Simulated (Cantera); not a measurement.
Input (Python, Cantera) and output of one run.

```python
import numpy as np
import cantera as ct

gas_names = """
    Br Br2 H HBr HO2 H2 H2O H2O2 O OH O2 O3
""".split()
cond_names = """
    Br2(cr) Br2(L) H2O(s) H2O(L)
""".split()


# ... load() reads the species with a 1 bar reference pressure and builds the phases ...
atoms = {
    'HBr': {'H': 1, 'Br': 1},
    'H2O': {'H': 2, 'O': 1},
    'H2': {'H': 2},
}
top_T = {}  # K; cautious upper limits of use, not melting points


# ... equilibrate(T, P, feed) seeds the gas with the atoms and calls Mixture.equilibrate('TP', solver="vcs", rtol=1e-11, max_steps=5000) ...
results = []
T = 2298.15  # K
P = 13000  # Pa
for m in [0.61, 1.9, 3.2, 4.4, 5.7, 7, 8.3]:
    feed = {'HBr': 1, 'H2O': m, 'H2': 0.4}  # mol
    mix = equilibrate(T, P, feed)
    results.append((T, P, feed, dict(zip(mix.species_names, mix.species_moles))))

top = {s: max(r[3][s] / sum(r[3][g] for g in gas_names) for r in results) for s in gas_names}
cols = sorted((s for s in top if top[s] > 1e-06), key=lambda s: -top[s])[:8]
seen = [c for c in cond_names if any(r[3].get(c, 0) > 1e-12 for r in results)]
print("log10 of partial pressures in bar; condensed amounts in mol")
print(f"{'n(H2O)':>10s}" + "".join(f"{s[:9]:>10s}" for s in cols + seen))
for T, P, feed, n in results:
    ng = sum(n[g] for g in gas_names)
    print(f"{feed['H2O']:10.4g}" + "".join(f"{np.log10(max(n[s] / ng * P / 1e5, 1e-99)):10.3f}" for s in cols)
          + "".join(f"{n.get(c, 0):10.4g}" for c in seen))
```

It prints:

```
log10 of partial pressures in bar; condensed amounts in mol
    n(H2O)       H2O        H2       HBr        Br         H        OH        O2         O
      0.61    -1.454    -1.460    -1.471    -1.615    -2.748    -3.536    -5.364    -4.990
       1.9    -1.165    -1.641    -1.713    -1.767    -2.839    -3.156    -4.423    -4.520
       3.2    -1.077    -1.760    -1.880    -1.875    -2.898    -3.010    -4.011    -4.314
       4.4    -1.037    -1.839    -1.998    -1.953    -2.938    -2.930    -3.772    -4.194
       5.7    -1.012    -1.905    -2.101    -2.023    -2.971    -2.871    -3.589    -4.103
         7    -0.995    -1.955    -2.186    -2.083    -2.996    -2.829    -3.454    -4.036
       8.3    -0.983    -1.995    -2.259    -2.135    -3.016    -2.798    -3.351    -3.984
```

Equilibrium computed with Cantera from the NASA thermochemical tables; the gas is ideal and each condensed phase is pure.
